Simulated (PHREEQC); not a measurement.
# Nickel, zinc or cadmium bath: speciation

Consider water at 25 °C with 0.16 mol/kgw CdSO4, 4.6e-05 mol/kgw KCl and 0.015 mol/kgw NiCl2. Closed to the air; pH follows from the charge balance.

Equilibrium calculation in PHREEQC: ion-association model, wateq4f.dat.

No solid was allowed to form.

### Question
What pH, ionic strength does the model give?

### Answer
pH 5.74; ionic strength 0.300 mol/kgw.

### Question
In which forms is S present?

### Answer
CdSO4 34 %, Cd(SO4)2-2 33 %, SO4-2 29 %, NiSO4 3.6 % of the S.

Complexes and solids missing from the database can't appear.
